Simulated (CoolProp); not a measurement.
Computed with CoolProp (reference Helmholtz-energy equation of state, Thol 2018).

For hydrogen chloride, give the phase and the density (kg/m³), cp (kJ/(kg K)), cv (kJ/(kg K)), Joule-Thomson coefficient (K/MPa) at 436.5 K and 6.6 MPa; 478 K and 6.6 MPa; 602.6 K and 6.6 MPa.


- 436.5 K and 6.6 MPa: gas; density 74.9, cp 0.998, cv 0.612, Joule-Thomson coefficient 6.22
- 478 K and 6.6 MPa: gas; density 66.0, cp 0.938, cv 0.597, Joule-Thomson coefficient 5.31
- 602.6 K and 6.6 MPa: gas; density 49.7, cp 0.877, cv 0.592, Joule-Thomson coefficient 3.52
